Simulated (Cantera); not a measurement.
Input: 1 mol SiO₂, 35 mol H₂, 0.11 mol H₂O, equilibrated at 1825 K.

Method: chemical equilibrium by Gibbs-energy minimisation in Cantera with the NASA 1993 tables (ideal gas, pure condensed phases). Candidate condensed phases: H₂O, Si, SiO₂; 18 gas species. The tables hold silica as quartz up to 1696 K and as liquid above; real silica turns to tridymite and cristobalite and melts near 1996 K. The numbers say what is thermodynamically allowed, not how fast it happens.

Q: At 10000 Pa, list the 4 most abundant gas species with their mole fractions, and the condensed phases.

A: H₂ 0.986, H₂O 0.00768, SiO 0.00456, H 0.00138. Condensed: SiO₂(condensed).
